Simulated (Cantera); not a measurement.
A Cantera script and its output.

```python
import numpy as np
import cantera as ct

gas = ct.Solution("h2o2.yaml")
gas.TPX = 1350, 13332, {'H2': 1.8, 'O2': 1, 'N2': 0.52}
reactor = ct.IdealGasConstPressureReactor(gas, energy="off", clone=False)
net = ct.ReactorNet([reactor])
net.rtol, net.atol = 1e-08, 1e-18
show = ['H2', 'O2', 'O', 'HO2', 'H2O']
times = np.geomspace(2e-06, 2, 10)

steps = ct.SolutionArray(gas, extra=["t"])
rows = []
print(f"{'t/s':>10s}{'T/K':>9s}{'P/Pa':>11s}" + "".join(f"{s:>11s}" for s in show))
for t in times:
    while net.time < t:
        t_next = net.step()
        steps.append(gas.state, t=t_next)
    rows.append([np.interp(t, steps.t, y) for y in (steps.T, steps.P, *steps(*show).X.T)])
    print(f"{t:10.3e}{rows[-1][0]:9.1f}{rows[-1][1]:11.4g}" + "".join(f"{x:11.3e}" for x in rows[-1][2:]))
rate = np.gradient(steps.T, steps.t)
print("integrator steps:", len(steps.t))
if steps.T.max() > steps.T[0] + 200:
    print(f"time of steepest temperature rise: {steps.t[rate.argmax()]:.4e} s")
gas.TPX = 1350, 13332, {'H2': 1.8, 'O2': 1, 'N2': 0.52}
gas.equilibrate("TP")
print(f"equilibrium (TP): T = {gas.T:.1f} K  " + "  ".join(f"{s} {gas[s].X[0]:.3e}" for s in show))
```

It prints:

```
       t/s      T/K       P/Pa         H2         O2          O        HO2        H2O
 2.000e-06   1350.0  1.333e+04  5.422e-01  3.012e-01  3.248e-09  3.725e-08  3.959e-09
 9.283e-06   1350.0  1.333e+04  5.422e-01  3.012e-01  5.067e-08  1.739e-07  2.338e-07
 4.309e-05   1350.0  1.333e+04  5.418e-01  3.010e-01  3.421e-05  2.798e-06  2.623e-04
 2.000e-04   1350.0  1.333e+04  7.830e-02  9.382e-02  3.266e-02  2.454e-05  4.380e-01
 9.283e-04   1350.0  1.333e+04  2.759e-02  5.412e-02  4.301e-03  1.906e-05  6.815e-01
 4.309e-03   1350.0  1.333e+04  2.592e-03  4.202e-02  2.742e-04  8.147e-06  7.385e-01
 2.000e-02   1350.0  1.333e+04  1.442e-04  4.127e-02  1.509e-05  8.702e-07  7.433e-01
 9.283e-02   1350.0  1.333e+04  1.326e-05  4.129e-02  1.516e-06  9.232e-08  7.437e-01
 4.309e-01   1350.0  1.333e+04  2.810e-06  4.131e-02  3.276e-07  3.163e-08  7.438e-01
 2.000e+00   1350.0  1.333e+04  2.060e-06  4.131e-02  2.365e-07  2.878e-08  7.438e-01
integrator steps: 2089
equilibrium (TP): T = 1350.0 K  H2 2.059e-06  O2 4.131e-02  O 2.364e-07  HO2 2.878e-08  H2O 7.438e-01
```

Model: the H2/O2 subset of GRI-Mech 3.0, which has no nitrogen chemistry, integrated in Cantera. The temperature is held fixed by assumption; the heat of reaction is taken as removed at once.
